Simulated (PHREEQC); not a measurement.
Solution (25 °C): 3.3 mmol/kgw CaSO4, 2.4 mmol/kgw Na2SO4 and 61 mmol/kgw MgSO4. Closed to the air; pH follows from the charge balance.

All values are PHREEQC results (ion-association model, phreeqc.dat), not measurements.

Question: The ionic strength comes out as 0.137 mol/kgw. What activity coefficients do NaSO4-, Na+, SO4-2, Ca+2, Mg+2 get?

Answer: NaSO4- 0.77, Na+ 0.77, SO4-2 0.33, Ca+2 0.36, Mg+2 0.38.

No solid was allowed to form. Complexes and solids missing from the database can't appear.
